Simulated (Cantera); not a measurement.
Cantera run, input and output.

```python
import numpy as np
import cantera as ct

gas = ct.Solution("h2o2.yaml")
gas.TPX = 1248, 1300, {'H2': 0.38, 'O2': 1}
reactor = ct.IdealGasConstPressureReactor(gas, energy="off", clone=False)
net = ct.ReactorNet([reactor])
net.rtol, net.atol = 1e-08, 1e-18
show = ['H2', 'O2', 'O', 'HO2', 'H2O2']
times = np.geomspace(0.0005, 30, 10)

steps = ct.SolutionArray(gas, extra=["t"])
rows = []
print(f"{'t/s':>10s}{'T/K':>9s}{'P/Pa':>11s}" + "".join(f"{s:>11s}" for s in show))
for t in times:
    while net.time < t:
        t_next = net.step()
        steps.append(gas.state, t=t_next)
    rows.append([np.interp(t, steps.t, y) for y in (steps.T, steps.P, *steps(*show).X.T)])
    print(f"{t:10.3e}{rows[-1][0]:9.1f}{rows[-1][1]:11.4g}" + "".join(f"{x:11.3e}" for x in rows[-1][2:]))
rate = np.gradient(steps.T, steps.t)
print("integrator steps:", len(steps.t))
if steps.T.max() > steps.T[0] + 200:
    print(f"time of steepest temperature rise: {steps.t[rate.argmax()]:.4e} s")
gas.TPX = 1248, 1300, {'H2': 0.38, 'O2': 1}
gas.equilibrate("TP")
print(f"equilibrium (TP): T = {gas.T:.1f} K  " + "  ".join(f"{s} {gas[s].X[0]:.3e}" for s in show))
```

It prints:

```
       t/s      T/K       P/Pa         H2         O2          O        HO2       H2O2
 5.000e-04   1248.0       1300  2.751e-01  7.245e-01  6.035e-05  4.769e-07  2.159e-09
 1.698e-03   1248.0       1300  1.605e-02  5.798e-01  8.544e-02  8.254e-06  3.309e-07
 5.765e-03   1248.0       1300  1.283e-02  6.087e-01  6.220e-02  9.300e-06  4.166e-07
 1.957e-02   1248.0       1300  4.648e-03  6.585e-01  1.976e-02  9.666e-06  5.306e-07
 6.646e-02   1248.0       1300  4.085e-04  6.783e-01  1.680e-03  3.868e-06  2.654e-07
 2.257e-01   1248.0       1300  3.443e-05  6.803e-01  1.430e-04  6.069e-07  7.408e-08
 7.663e-01   1248.0       1300  5.005e-06  6.805e-01  2.111e-05  1.116e-07  2.125e-08
 2.602e+00   1248.0       1300  1.026e-06  6.806e-01  4.372e-06  3.433e-08  6.389e-09
 8.835e+00   1248.0       1300  2.676e-07  6.806e-01  1.146e-06  2.645e-08  2.121e-09
 3.000e+01   1248.0       1300  1.220e-07  6.807e-01  5.219e-07  3.187e-08  1.147e-09
integrator steps: 2219
equilibrium (TP): T = 1248.0 K  H2 1.134e-07  O2 6.807e-01  O 4.848e-07  HO2 3.266e-08  H2O2 1.088e-09
```

Detailed kinetics in Cantera: the H2/O2 subset of GRI-Mech 3.0, which has no nitrogen chemistry. Radical loss at walls, strong at low pressure, is not modelled. The temperature is held fixed by assumption; the heat of reaction is taken as removed at once.
